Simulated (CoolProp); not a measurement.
Properties of n-decane along the isobar 10.7 MPa (Tc = 344.5 °C, pc = 2.101 MPa, ω = 0.488).

Values from CoolProp's reference Helmholtz-energy equation of state, Lemmon 2006. It is a short technical equation, of lower accuracy than the large ones.

```json
[
 {"T (°C)": "80.55", "phase": "liquid", "cp (kJ/(kg K))": "2.396", "isothermal compressibility (1/MPa)": "0.001412", "Prandtl number": "9.85", "fugacity coefficient": "0.0008229"},
 {"T (°C)": "109.55", "phase": "liquid", "cp (kJ/(kg K))": "2.511", "isothermal compressibility (1/MPa)": "0.001713", "Prandtl number": "8.39", "fugacity coefficient": "0.002608"},
 {"T (°C)": "138.55", "phase": "liquid", "cp (kJ/(kg K))": "2.626", "isothermal compressibility (1/MPa)": "0.002095", "Prandtl number": "7.37", "fugacity coefficient": "0.006714"},
 {"T (°C)": "167.55", "phase": "liquid", "cp (kJ/(kg K))": "2.740", "isothermal compressibility (1/MPa)": "0.002587", "Prandtl number": "6.61", "fugacity coefficient": "0.01469"},
 {"T (°C)": "196.55", "phase": "liquid", "cp (kJ/(kg K))": "2.852", "isothermal compressibility (1/MPa)": "0.003232", "Prandtl number": "6.00", "fugacity coefficient": "0.02825"},
 {"T (°C)": "225.55", "phase": "liquid", "cp (kJ/(kg K))": "2.959", "isothermal compressibility (1/MPa)": "0.004089", "Prandtl number": "5.49", "fugacity coefficient": "0.04891"},
 {"T (°C)": "254.55", "phase": "liquid", "cp (kJ/(kg K))": "3.063", "isothermal compressibility (1/MPa)": "0.005250", "Prandtl number": "5.03", "fugacity coefficient": "0.07775"},
 {"T (°C)": "283.65", "phase": "liquid", "cp (kJ/(kg K))": "3.163", "isothermal compressibility (1/MPa)": "0.006844", "Prandtl number": "4.59", "fugacity coefficient": "0.1153"}
]
```

Viscosity comes from a separate model (Huber 2004). Thermal conductivity comes from a separate model (Huber 2005).
